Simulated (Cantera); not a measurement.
# Premixed flame

A freely propagating, adiabatic, planar premixed flame of H₂ : O₂ : N₂ = 1 : 0.25 : 0.94 (molar parts), unburnt at 550 K and 0.110 bar; mixture-averaged transport, grid criteria slope 0.08 and curve 0.16, no radiation.

Computed with Cantera and the H2/O2 subset of GRI-Mech 3.0, which has no nitrogen chemistry. Burning velocities carry a grid error of a few per cent, more on coarse grids.

```csv
z (mm),T (K),u (m/s),x H₂,x O₂,x H₂O₂,x OH,x O,x H₂O
-22.8,550,5.71,0.457,0.114,<1e-8,<1e-8,<1e-8,<1e-8
-15.2,550,5.71,0.457,0.114,<1e-8,<1e-8,<1e-8,<1e-8
-11.4,550,5.71,0.457,0.114,<1e-8,<1e-8,<1e-8,<1e-8
-7.60,550,5.71,0.457,0.114,<1e-8,<1e-8,<1e-8,3.59e-8
-3.80,563,5.84,0.455,0.114,5.63e-7,3.41e-5,1.08e-5,0.000830
-1.90,703,7.20,0.429,0.110,4.28e-7,0.000238,0.000219,0.0130
0,1077,10.8,0.283,0.0608,1.90e-7,0.00183,0.00441,0.116
1.90,1311,13.0,0.183,0.00577,1.22e-7,0.00284,0.00298,0.223
3.80,1398,13.8,0.181,0.00147,1.11e-7,0.00326,0.00214,0.233
7.60,1498,14.7,0.189,0.00119,1.06e-7,0.00397,0.00207,0.234
15.2,1616,15.7,0.200,0.00101,8.21e-8,0.00468,0.00187,0.236
30.4,1744,16.8,0.211,0.000760,5.11e-8,0.00512,0.00150,0.239
60.8,1869,17.8,0.222,0.000506,2.77e-8,0.00508,0.00105,0.242
```
x: mole fraction of selected species; z is measured from the peak of heat release.

laminar burning velocity: 571 cm/s
thermal thickness: 7.60 mm
peak x(H₂O₂): 7.51e-7
peak x(OH): 0.00517
peak x(O): 0.00507
grid points: 143
